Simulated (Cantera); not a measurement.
A freely propagating, adiabatic, planar premixed flame of 2.05 % CH4, 2.05 % C2H6, 2.46 % C3H8, 19.6 % O2, 73.8 % N2, unburnt at 523 K and 540 Torr; mixture-averaged transport, grid criteria slope 0.08 and curve 0.16, no radiation.

Cantera simulation using GRI-Mech 3.0 (53 species, 325 reactions); the numbers are that mechanism's predictions, not measurements. GRI-Mech 3.0 was tuned for natural gas; its chemistry of propane as a main component is partial and can be far from experiment. Burning velocities carry a grid error of a few per cent, more on coarse grids.

Question: Predict: laminar burning velocity; thermal thickness; peak x(CO); peak x(CH3).

Answer: 
```
Quantity                     Value
------------------------  --------
laminar burning velocity  117 cm/s
thermal thickness         0.393 mm
peak x(CO)                  0.0820
peak x(CH3)                0.00428
```
